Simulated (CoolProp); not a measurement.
Saturation properties of o-xylene.

Model: reference Helmholtz-energy equation of state, Zhou 2012, in CoolProp.

```csv
T (°C),p (bar),liquid density (kg/m³),liquid conductivity (mW/(m K))
217.55,5.066,691.5,85.5
225.85,5.881,?,84.1
234.15,6.792,671.1,82.8
242.45,7.806,?,81.5
250.65,8.915,649.3,80.4
258.95,10.15,637.6,79.3
267.25,11.52,625.3,78.3
275.55,13.02,612.3,77.4
283.75,14.64,598.7,76.6
292.05,16.44,583.9,75.9
300.35,18.40,567.8,?
308.55,20.52,550.2,75.0
316.85,22.85,530.3,74.7
```

Question: Complete the blanks.

Answer: 
- 225.85, liquid density (kg/m³): 681.5
- 242.45, liquid density (kg/m³): 660.4
- 300.35, liquid conductivity (mW/(m K)): 75.4

It boils at 144.4 °C under 1 atm.

Thermal conductivity comes from a separate model (Mylona 2014).
